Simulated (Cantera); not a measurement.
Input (Python, Cantera) and output of one run.

```python
import numpy as np
import cantera as ct

gas_names = [...]  # 118 gases of nasa_gas.yaml made of C, Cl, F, H
cond_names = """
    C(gr) C6H6(L) C7H8(L) C8H18(L),n-octa
""".split()


# ... load() reads the species with a 1 bar reference pressure and builds the phases ...
atoms = {
    'CH2F2': {'C': 1, 'H': 2, 'F': 2},
    'F2': {'F': 2},
    'H2': {'H': 2},
    'HCl': {'H': 1, 'CL': 1},
}
top_T = {'C(gr)': 4500}  # K; cautious upper limits of use, not melting points


# ... equilibrate(T, P, feed) seeds the gas with the atoms and calls Mixture.equilibrate('TP', solver="vcs", rtol=1e-11, max_steps=5000) ...
results = []
feed = {'CH2F2': 1, 'F2': 0.15, 'H2': 13, 'HCl': 1.5}  # mol
P = 1.3  # Pa
for T in [650, 800, 950, 1100, 1250, 1400, 1550, 1700, 1850, 2000, 2150, 2300, 2450, 2600]:
    mix = equilibrate(T, P, feed)
    results.append((T, P, feed, dict(zip(mix.species_names, mix.species_moles))))
    x = sorted(zip(gas.X, gas.species_names), reverse=True)
    print(f"T = {T:g} K  P = {P:g} Pa  gas = {mix.phase_moles(0):.4g} mol")
    print("   x: " + "  ".join(f"{s} {v:.3e}" for v, s in x if v > 1e-06))
    print("   condensed (mol): " + ("  ".join(f"{mix.phase(i).name} {mix.phase_moles(i):.4g}"
          for i in range(1, mix.n_phases) if mix.phase_moles(i) > 1e-12) or "none"))
```

Result:

```
T = 650 K  P = 1.3 Pa  gas = 16.65 mol
   x: H2 7.715e-01  HF 1.382e-01  HCL 9.011e-02  CH4 2.013e-04
   condensed (mol): C(gr) 0.9966
T = 800 K  P = 1.3 Pa  gas = 16.65 mol
   x: H2 7.718e-01  HF 1.381e-01  HCL 9.009e-02  CH4 1.041e-05
   condensed (mol): C(gr) 0.9998
T = 950 K  P = 1.3 Pa  gas = 16.65 mol
   x: H2 7.718e-01  HF 1.381e-01  HCL 9.009e-02  CH4 1.298e-06
   condensed (mol): C(gr) 1
T = 1100 K  P = 1.3 Pa  gas = 16.65 mol
   x: H2 7.718e-01  HF 1.381e-01  HCL 9.009e-02  H 6.300e-06
   condensed (mol): C(gr) 1
T = 1250 K  P = 1.3 Pa  gas = 16.65 mol
   x: H2 7.717e-01  HF 1.381e-01  HCL 9.007e-02  H 1.178e-04  CL 1.175e-05
   condensed (mol): C(gr) 1
T = 1400 K  P = 1.3 Pa  gas = 16.66 mol
   x: H2 7.707e-01  HF 1.380e-01  HCL 8.992e-02  H 1.184e-03  CL 1.138e-04  C2H2,acetylene 1.942e-06
   condensed (mol): C(gr) 0.9999
T = 1550 K  P = 1.3 Pa  gas = 16.72 mol
   x: H2 7.651e-01  HF 1.376e-01  HCL 8.900e-02  H 7.640e-03  CL 7.095e-04  C2H2,acetylene 1.228e-05
   condensed (mol): C(gr) 0.9996
T = 1700 K  P = 1.3 Pa  gas = 16.98 mol
   x: H2 7.409e-01  HF 1.355e-01  HCL 8.522e-02  H 3.518e-02  CL 3.146e-03  C2H2,acetylene 5.438e-05
   condensed (mol): C(gr) 0.9982
T = 1850 K  P = 1.3 Pa  gas = 17.83 mol
   x: H2 6.648e-01  HF 1.290e-01  H 1.218e-01  HCL 7.385e-02  CL 1.028e-02  C2H2,acetylene 1.739e-04  F 5.031e-06
   condensed (mol): C(gr) 0.9938
T = 2000 K  P = 1.3 Pa  gas = 20.07 mol
   x: H2 4.935e-01  H 3.168e-01  HF 1.146e-01  HCL 5.055e-02  CL 2.417e-02  C2H2,acetylene 3.791e-04  F 3.024e-05  C2H 4.557e-06  C 2.342e-06  C3 2.132e-06
   condensed (mol): C(gr) 0.9844
T = 2150 K  P = 1.3 Pa  gas = 24.28 mol
   x: H 5.892e-01  H2 2.537e-01  HF 9.457e-02  CL 3.889e-02  HCL 2.289e-02  C2H2,acetylene 4.914e-04  F 1.592e-04  C3 6.589e-05  C 4.728e-05  C2H 3.428e-05  C2 5.704e-06  CF 1.467e-06
   condensed (mol): C(gr) 0.9681
T = 2300 K  P = 1.3 Pa  gas = 28.47 mol
   x: H 7.796e-01  H2 8.437e-02  HF 7.988e-02  CL 4.580e-02  HCL 6.882e-03  C3 1.286e-03  F 8.760e-04  C 6.435e-04  C2H2,acetylene 3.646e-04  C2H 1.522e-04  C2 1.143e-04  CF 1.460e-05  C5 1.488e-06  CH 1.370e-06
   condensed (mol): C(gr) 0.835
T = 2450 K  P = 1.3 Pa  gas = 30.83 mol
   x: H 8.395e-01  HF 6.979e-02  CL 4.688e-02  H2 2.270e-02  C3 8.192e-03  C 4.950e-03  F 4.722e-03  HCL 1.785e-03  C2 9.590e-04  C2H 2.870e-04  C2H2,acetylene 1.204e-04  CF 1.028e-04  C5 1.188e-05  CH 3.675e-06  C4 3.229e-06
   condensed (mol): none
T = 2600 K  P = 1.3 Pa  gas = 32.04 mol
   x: H 8.546e-01  HF 5.277e-02  CL 4.632e-02  F 1.878e-02  C 1.431e-02  H2 6.444e-03  C3 4.519e-03  C2 1.423e-03  HCL 4.984e-04  CF 2.457e-04  C2H 1.085e-04  C2H2,acetylene 9.295e-06  CH 3.986e-06  C5 1.818e-06  C4 1.232e-06
   condensed (mol): none
```

Cantera equilibrium calculation (NASA polynomials, part measured and part estimated; ideal gas, pure solids and liquids).
